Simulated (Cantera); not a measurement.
Input: 1 mol B₂H₆, 11 mol N₂, at 2023 K and 21.0 Pa.

Method: chemical equilibrium by Gibbs-energy minimisation in Cantera with the NASA 1993 tables (ideal gas, pure condensed phases). Candidate condensed phases: B, BN; 15 gas species. The feed counts by its element totals alone. The tables' values for BH₂ are old estimates; treat these amounts as uncertain. Rates play no part.

Base state: N₂ 0.763, H₂ 0.180, H 0.0556, B 0.000927, BH₂ 9.61e-5, BN 1.21e-5, BH 1.20e-5 (mole fractions); condensed: B(s).

**Question.** What changes in the equilibrium state with this change: pressure from 21.0 Pa to 0.100 bar?

**Answer.** 
```
species       before    after
----------  --------  -------
N₂             0.763    0.768
H₂             0.180    0.229
H             0.0556  0.00287
BH₂          9.61e-5  5.66e-6
B           0.000927  9.03e-8
BN           1.21e-5  2.58e-8
BH           1.20e-5  2.88e-8
B(s), mol       1.98        0
BN(s), mol         0     2.00
```
